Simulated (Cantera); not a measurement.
Mixture: H2 : O2 : N2 = 1 : 0.962 : 3.62 (molar parts), equivalence ratio 0.52, at 101000 Pa, adiabatic and at constant volume. Ignition delay is the time to a rise of 400 K.

Cantera simulation using GRI-Mech 3.0 (53 species, 325 reactions); the numbers are that mechanism's predictions, not measurements. Where the delays flatten at high temperature, the 400 K rule measures the pace of heat release, not the induction time.

Predict: delay at 1125 K; delay at 1225 K; delay at 1325 K; delay at 1425 K; delay at 1525 K; delay at 1625 K; delay at 1725 K.


```
Property           Value
---------------  -------
delay at 1125 K  73.6 µs
delay at 1225 K  41.7 µs
delay at 1325 K  28.1 µs
delay at 1425 K  21.5 µs
delay at 1525 K  18.4 µs
delay at 1625 K  17.2 µs
delay at 1725 K  17.4 µs
```
